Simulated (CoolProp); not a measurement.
Values from CoolProp's reference Helmholtz-energy equation of state, Fiedler 2023.

Question: Give the vapour pressure (kPa), liquid density (kg/m³), vapour density (kg/m³), liquid cp (kJ/(kg K)) of saturated tetrahydrofuran at 249.5, 294.7, 332.3 K.

Answer: 
```csv
T (K),p (kPa),liquid density (kg/m³),vapour density (kg/m³),liquid cp (kJ/(kg K))
249.5,1.54,934,0.0537,1.57
294.7,18.6,886,0.550,1.71
332.3,80.9,844,2.16,1.86
```
